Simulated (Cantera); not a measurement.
Charge: 1 mol Si, 0.8 mol H2, at 10000 Pa.

Equilibrium computed with Cantera from the NASA thermochemical tables; the gas is ideal and each condensed phase is pure. Candidate condensed phases: Si; 9 gas species. Equilibrium is a limit: real reactors are often held back by kinetics, nucleation or transport. All values below are at 1448 K.

Base state: H2 1.000, H 2.91e-5 (mole fractions); condensed: Si(s).

Task: What changes in the equilibrium state with this change: 0.012 mol O2 added?

Result: 
```
species               before    after
-------------------  -------  -------
H2                     1.000    0.998
SiO                        0  0.00194
H                    2.91e-5  2.91e-5
Si(s), mol             1.000    0.987
SiO2(β-quartz), mol        0   0.0112
```
Mutual solubility and eutectic melting of coexisting phases are not modelled. The tables hold silica as quartz up to 1696 K and as liquid above; real silica turns to tridymite and cristobalite and melts near 1996 K. Further candidate phases: H2O, SiO2.
